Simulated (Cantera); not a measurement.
An adiabatic, constant-volume homogeneous reactor starts with CH₄ : O₂ : N₂ : CO₂ = 1 : 5 : 18.8 : 0.87 (molar parts), at 1550 K and 5.00 bar.

Detailed kinetics in Cantera: GRI-Mech 3.0 (53 species, 325 reactions).

One state of this run: T (K) = 2492; P (bar) = 8.07; x CH₄ = <1e-12; x O₂ = 0.115; x CH₂CO = <1e-12; x O = 0.00167; x H = 0.000181; x C₂H₆ = <1e-12; x HCN = 2.40e-12. x: mole fraction; the columns are a selection and need not sum to one.

Task: Which value of t (s) does it belong to?
(A) 4.80e-5
(B) 0.000521
(C) 2.00e-6
(D) 0.0612

Result: B, 0.000521
